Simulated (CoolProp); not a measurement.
Properties of p-xylene along the isotherm 400.1 K (Tc = 616.2 K, pc = 35.32 bar, ω = 0.324).

Computed with CoolProp (reference Helmholtz-energy equation of state, Zhou 2012).

```json
[
 {"p (bar)": "12.6", "phase": "liquid", "density (kg/m³)": "766.0", "Joule-Thomson coefficient (K/MPa)": "-0.3146", "viscosity (µPa s)": "242", "fugacity coefficient": "0.05946"},
 {"p (bar)": "25.2", "phase": "liquid", "density (kg/m³)": "767.8", "Joule-Thomson coefficient (K/MPa)": "-0.3197", "viscosity (µPa s)": "245", "fugacity coefficient": "0.03133"},
 {"p (bar)": "37.8", "phase": "liquid", "density (kg/m³)": "769.6", "Joule-Thomson coefficient (K/MPa)": "-0.3246", "viscosity (µPa s)": "248", "fugacity coefficient": "0.02201"},
 {"p (bar)": "50.5", "phase": "liquid", "density (kg/m³)": "771.4", "Joule-Thomson coefficient (K/MPa)": "-0.3292", "viscosity (µPa s)": "251", "fugacity coefficient": "0.01736"},
 {"p (bar)": "63.1", "phase": "liquid", "density (kg/m³)": "773.1", "Joule-Thomson coefficient (K/MPa)": "-0.3335", "viscosity (µPa s)": "254", "fugacity coefficient": "0.01464"},
 {"p (bar)": "75.7", "phase": "liquid", "density (kg/m³)": "774.8", "Joule-Thomson coefficient (K/MPa)": "-0.3376", "viscosity (µPa s)": "257", "fugacity coefficient": "0.01285"},
 {"p (bar)": "88.3", "phase": "liquid", "density (kg/m³)": "776.4", "Joule-Thomson coefficient (K/MPa)": "-0.3415", "viscosity (µPa s)": "260", "fugacity coefficient": "0.01161"},
 {"p (bar)": "101", "phase": "liquid", "density (kg/m³)": "778.0", "Joule-Thomson coefficient (K/MPa)": "-0.3452", "viscosity (µPa s)": "262", "fugacity coefficient": "0.01069"},
 {"p (bar)": "114", "phase": "liquid", "density (kg/m³)": "779.7", "Joule-Thomson coefficient (K/MPa)": "-0.3487", "viscosity (µPa s)": "265", "fugacity coefficient": "0.009989"},
 {"p (bar)": "126", "phase": "liquid", "density (kg/m³)": "781.1", "Joule-Thomson coefficient (K/MPa)": "-0.3519", "viscosity (µPa s)": "268", "fugacity coefficient": "0.009492"},
 {"p (bar)": "139", "phase": "liquid", "density (kg/m³)": "782.7", "Joule-Thomson coefficient (K/MPa)": "-0.3551", "viscosity (µPa s)": "271", "fugacity coefficient": "0.009073"},
 {"p (bar)": "151", "phase": "liquid", "density (kg/m³)": "784.1", "Joule-Thomson coefficient (K/MPa)": "-0.3580", "viscosity (µPa s)": "274", "fugacity coefficient": "0.008770"},
 {"p (bar)": "164", "phase": "liquid", "density (kg/m³)": "785.6", "Joule-Thomson coefficient (K/MPa)": "-0.3609", "viscosity (µPa s)": "277", "fugacity coefficient": "0.008513"},
 {"p (bar)": "177", "phase": "liquid", "density (kg/m³)": "787.1", "Joule-Thomson coefficient (K/MPa)": "-0.3637", "viscosity (µPa s)": "279", "fugacity coefficient": "0.008316"}
]
```

Viscosity comes from a separate model (Balogun 2015).
